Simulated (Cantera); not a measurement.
A freely propagating, adiabatic, planar premixed flame of 6.76 % CH₄, 19.6 % O₂, 73.6 % N₂, equivalence ratio 0.69, unburnt at 548 K and 750 Torr; multicomponent transport, grid criteria slope 0.08 and curve 0.16, no radiation.

Detailed kinetics in Cantera: GRI-Mech 3.0 (53 species, 325 reactions). Burning velocities carry a grid error of a few per cent, more on coarse grids.

x: mole fraction of selected species; z is measured from the peak of heat release.

| z (mm) | T (K) | u (m/s) | x CH₄ | x O₂ | x NO₂ | x C₂H₄ | x CH₂ | x CH₂O |
|---|---|---|---|---|---|---|---|---|
| -1.36 | 548 | 0.697 | 0.0675 | 0.196 | <1e-8 | 1.79e-8 | <1e-8 | 2.11e-7 |
| -0.906 | 551 | 0.701 | 0.0673 | 0.195 | <1e-8 | 2.50e-7 | <1e-8 | 2.87e-6 |
| -0.680 | 561 | 0.714 | 0.0667 | 0.195 | <1e-8 | 1.37e-6 | <1e-8 | 1.52e-5 |
| -0.453 | 618 | 0.789 | 0.0634 | 0.190 | 2.82e-8 | 1.20e-5 | <1e-8 | 0.000118 |
| -0.227 | 930 | 1.20 | 0.0453 | 0.164 | 4.19e-8 | 0.000114 | 6.79e-8 | 0.000697 |
| -0.113 | 1259 | 1.63 | 0.0251 | 0.133 | 1.55e-8 | 0.000216 | 2.67e-6 | 0.000887 |
| 0 | 1582 | 2.06 | 0.00586 | 0.0958 | <1e-8 | 0.000107 | 1.66e-5 | 0.000515 |
| 0.113 | 1718 | 2.23 | ___ | ___ | <1e-8 | ___ | ___ | ___ |
| 0.227 | 1770 | 2.29 | 1.59e-5 | 0.0693 | <1e-8 | 5.14e-8 | 1.69e-7 | 2.95e-6 |
| 0.453 | 1835 | 2.36 | 2.90e-8 | 0.0650 | <1e-8 | <1e-8 | <1e-8 | <1e-8 |
| 0.906 | 1905 | 2.44 | <1e-8 | 0.0625 | <1e-8 | <1e-8 | <1e-8 | <1e-8 |
| 1.81 | 1960 | 2.50 | <1e-8 | 0.0613 | <1e-8 | <1e-8 | <1e-8 | <1e-8 |
| 3.63 | 1992 | 2.54 | <1e-8 | 0.0608 | ___ | <1e-8 | <1e-8 | <1e-8 |

Fill in the missing entries.


- 0.113, x CH₄: 0.000399
- 0.113, x O₂: 0.0759
- 0.113, x C₂H₄: 4.00e-6
- 0.113, x CH₂: 3.30e-6
- 0.113, x CH₂O: 6.38e-5
- 3.63, x NO₂: 1.26e-8
